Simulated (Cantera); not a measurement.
Charge: 1 mol BN, 0.17 mol H2O, 5.2 mol N2, at 1802 °C and 1.33 mbar.

Method: chemical equilibrium by Gibbs-energy minimisation in Cantera with the NASA 1993 tables (ideal gas, pure condensed phases). Candidate condensed phases: B, BN, B2O3, B3O3H3, H2O; 39 gas species. Kinetics and transport are ignored.

Base state: N2 0.937, BO 0.0235, H2 0.0228, H 0.0110, HBO 0.00360, B2O2 0.00139, B2O 0.000219, B 0.000175 (mole fractions); condensed: BN(s).

Q: What changes in the equilibrium state with this change: pressure from 1.33 mbar to 13.3 mbar?

A: 
```tsv
species	before	after
N2	0.937	0.946
H2	0.0228	0.0251
BO	0.0235	0.0136
H	0.0110	0.00366
B2O3	3.15e-6	0.000192
HBO2	1.22e-6	4.27e-5
BN(s), mol	0.828	0.831
```
